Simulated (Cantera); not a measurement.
Mixture: 6.93 % CH4, 19.6 % O2, 73.5 % N2, equivalence ratio 0.71, at 500000 Pa, adiabatic and at constant volume. Ignition delay is the time to a rise of 400 K.

Computed with Cantera and GRI-Mech 3.0 (53 species, 325 reactions).

**Question.** Predict: delay at 1273 K; delay at 1423 K; delay at 1573 K; delay at 1723 K; delay at 1873 K; apparent activation energy between 1798 and 1948 K.

**Answer.** 
```json
{
  "delay at 1273 K": "3.24 ms",
  "delay at 1423 K": "0.598 ms",
  "delay at 1573 K": "0.141 ms",
  "delay at 1723 K": "42.6 µs",
  "delay at 1873 K": "16.1 µs",
  "apparent activation energy between 1798 and 1948 K": "170 kJ/mol"
}
```
